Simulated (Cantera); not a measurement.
An isothermal, constant-pressure homogeneous reactor starts with H2 : O2 : N2 = 0.066 : 1 : 0.0071 (molar parts), equivalence ratio 0.033, at 1350 K and 20.0 Torr.

Cantera simulation using GRI-Mech 3.0 (53 species, 325 reactions); the numbers are that mechanism's predictions, not measurements. Radical loss at walls, strong at low pressure, is not modelled. The temperature is held fixed by assumption; the heat of reaction is taken as removed at once.

x: mole fraction; the columns are a selection and need not sum to one.

```tsv
t (s)	x H2	x O2	x O	x H2O2	x H	x HO2	x H2O
0.000400	0.0603	0.931	0.000550	5.36e-9	0.000270	___	0.000822
0.000768	0.00372	0.886	0.0363	2.43e-7	0.0107	___	0.0482
0.00147	0.00121	0.884	0.0403	1.51e-7	0.00831	5.17e-6	0.0532
0.00283	0.00111	0.888	0.0366	1.50e-7	0.00721	5.07e-6	0.0542
0.00543	0.000942	0.895	0.0306	1.48e-7	0.00554	4.86e-6	0.0557
0.0104	0.000702	0.904	0.0222	1.41e-7	0.00345	___	0.0577
0.0200	0.000423	0.915	0.0131	1.25e-7	0.00157	___	0.0598
0.0384	0.000197	0.923	0.00599	9.63e-8	0.000488	___	0.0615
0.0737	7.33e-5	0.927	0.00221	6.36e-8	0.000110	___	0.0625
0.141	2.42e-5	0.929	0.000726	3.67e-8	2.07e-5	___	0.0629
0.271	7.85e-6	0.929	0.000236	1.94e-8	3.83e-6	___	0.0632
0.521	2.68e-6	0.929	8.07e-5	9.77e-9	7.68e-7	___	0.0633
1.00	9.95e-7	0.930	3.00e-5	4.86e-9	1.74e-7	___	0.0634
```

Problem. Complete the blanks.

Solution. 
- 0.000400, x HO2: 1.71e-6
- 0.000768, x HO2: 5.74e-6
- 0.0104, x HO2: 4.44e-6
- 0.0200, x HO2: 3.67e-6
- 0.0384, x HO2: 2.57e-6
- 0.0737, x HO2: 1.45e-6
- 0.141, x HO2: 6.76e-7
- 0.271, x HO2: 2.83e-7
- 0.521, x HO2: 1.21e-7
- 1.00, x HO2: 6.18e-8
